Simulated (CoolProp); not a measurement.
Vapour-liquid equilibrium of R22 (1) + c-C4F8 (RC318) (2) at 0.457 MPa; x and y are mole fractions of (1).

The numbers come from the multi-fluid Helmholtz-energy mixture model, Kamei 1995 and Platzer 1990; pair parameters Bell 2016 in CoolProp. This equation is an older, rougher fit; its heat capacities, sound speeds and derivatives of the liquid may be far off and weren't checked against measurements.

Problem. Give the bubble temperature and the first vapour's composition at x = 0.425, 0.575, 0.725. Is there an azeotrope?

Solution. x = 0.425: 281.4 K, y = 0.776; x = 0.575: 276.0 K, y = 0.851; x = 0.725: 273.4 K, y = 0.891. No azeotrope shows between x = 0.05 and 0.95.

Pair parameters are fitted to limited data, so mixtures are less certain than the pure fluids. The gap from Raoult's law changes sign with composition, which may be real or a fault of the pair parameters; it wasn't checked against measurements.
